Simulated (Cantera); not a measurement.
A closed system holds: 1 mol MgO, 0.051 mol H2S, 1.4 mol H2O, held at 480 Torr.

Method: chemical equilibrium by Gibbs-energy minimisation in Cantera with the NASA 1993 tables (ideal gas, pure condensed phases). Candidate condensed phases: H2O, H2SO4, Mg, MgO, Mg(OH)2, MgS, MgSO4, S; 26 gas species. Gases not in the tables: S3 to S7. The numbers say what is thermodynamically allowed, not how fast it happens. All values below are at 823 K.

Base state: H2O 0.963, H2S 0.0341, H2 0.00245, SO2 0.000710, S2 0.000159 (mole fractions); condensed: MgO(s).

### Question
What changes in the equilibrium state with this change: H2S from 0.051 to 3.4 mol?

### Answer
```tsv
species	before	after
H2S	0.0341	0.696
H2O	0.963	0.290
H2	0.00245	0.00931
SO2	0.000710	2.42e-5
S2	0.000159	0.00461
MgO(s), mol	1.00	1.00
```

### Question
What changes in the equilibrium state with this change: H2S from 0.051 to 0.89 mol?

### Answer
```tsv
species	before	after
H2O	0.963	0.609
H2S	0.0341	0.381
H2	0.00245	0.00641
S2	0.000159	0.00292
SO2	0.000710	0.000179
MgO(s), mol	1.00	1.00
```
